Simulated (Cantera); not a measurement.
Adiabatic ignition

An adiabatic, constant-pressure homogeneous reactor starts with CH4 : CO : O2 : N2 = 1 : 0.71 : 2.14 : 8.05 (molar parts), equivalence ratio 1.1, at 1550 K and 9.87 atm.

Detailed kinetics in Cantera: GRI-Mech 3.0 (53 species, 325 reactions).

```tsv
t (s)	T (K)	x CH4	x CO	x O2	x CH3	x H2O	x N2O
2.00e-6	1550	0.0840	0.0597	0.180	7.05e-6	2.48e-6	1.62e-11
9.28e-6	1550	0.0840	0.0597	0.180	4.71e-5	3.30e-5	1.67e-10
4.31e-5	1554	0.0830	0.0596	0.179	0.000183	0.000678	2.18e-9
0.000200	2951	<1e-12	0.0607	0.0135	<1e-12	0.140	1.43e-6
0.000928	2938	<1e-12	0.0616	0.0117	<1e-12	0.140	1.56e-6
0.00431	2937	<1e-12	0.0616	0.0117	<1e-12	0.140	1.56e-6
0.0200	2937	<1e-12	0.0616	0.0117	<1e-12	0.140	1.56e-6
0.0928	2937	<1e-12	0.0616	0.0117	<1e-12	0.140	1.56e-6
0.431	2937	<1e-12	0.0616	0.0117	<1e-12	0.140	1.56e-6
2.00	2937	<1e-12	0.0616	0.0117	<1e-12	0.140	1.56e-6
```
x: mole fraction; the columns are a selection and need not sum to one.

```yaml
time_of_steepest_temperature_rise: 0.138 ms
temperature at 2.00 s: 2937 K
equilibrium_temperature: 2937 K
x(CH4) at 2.00 s: <1e-12 (gas-phase equilibrium <1e-12)
x(CO) at 2.00 s: 0.0616 (gas-phase equilibrium 0.0616)
x(O2) at 2.00 s: 0.0117 (gas-phase equilibrium 0.0117)
```
